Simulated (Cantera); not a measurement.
Source: NASA polynomial tables (part measured, part estimated), evaluated in Cantera. Values are per mole of reaction as written; species without (g) are pure solids or liquids, kept so even where they would boil at 1 bar.

5 CaS + C₂H₂(g) → 2 CS₂(g) + 5 Ca(g) + H₂S(g)

| T (K) | ΔH° (kJ) | ΔS° (J/K) | ΔG° (kJ) | log10 K |
|---|---|---|---|---|
| 1923 | … | … | … | … |
| 2023 | … | … | … | … |
| 2123 | 3106.9 | 838.8 | 1326.0 | -32.63 |
| 2223 | 3098.0 | 834.8 | 1242.4 | -29.19 |
| 2323 | 3089.1 | 830.8 | 1159.1 | -26.06 |
| 2423 | … | … | … | … |
| 2523 | 3071.0 | 823.4 | 993.7 | -20.57 |
| 2623 | … | … | … | … |

What belongs in the gaps?


- 1923, ΔH° (kJ): 3124.2
- 1923, ΔS° (J/K): 847.4
- 1923, ΔG° (kJ): 1494.7
- 1923, log10 K: -40.60
- 2023, ΔH° (kJ): 3115.6
- 2023, ΔS° (J/K): 843.0
- 2023, ΔG° (kJ): 1410.1
- 2023, log10 K: -36.41
- 2423, ΔH° (kJ): 3080.1
- 2423, ΔS° (J/K): 827.0
- 2423, ΔG° (kJ): 1076.2
- 2423, log10 K: -23.20
- 2623, ΔH° (kJ): 3061.9
- 2623, ΔS° (J/K): 819.8
- 2623, ΔG° (kJ): 911.5
- 2623, log10 K: -18.15
